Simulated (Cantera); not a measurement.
Input: 1 mol FeS, 4.5 mol O2, 0.16 mol CO2, equilibrated at 700 °C and 0.400 bar.

Cantera equilibrium calculation (NASA polynomials, part measured and part estimated; ideal gas, pure solids and liquids). Candidate condensed phases: C, Fe, Fe(CO)5, FeO, FeS, FeSO4, FeS2, Fe2O3, Fe2(SO4)3, Fe3O4, S; 25 gas species. Rates play no part.

Base state: O2 0.680, SO3 0.156, SO2 0.120, CO2 0.0441 (mole fractions); condensed: Fe2O3(s).

What changes in the equilibrium state with this change: pressure from 0.400 bar to 2.10 bar?


```csv
species,before,after
O2,0.680,0.832
SO3,0.156,0.0839
CO2,0.0441,0.0583
SO2,0.120,0.0254
"Fe2O3(s), mol",0.500,0.267
"Fe2(SO4)3(s), mol",0,0.233
```
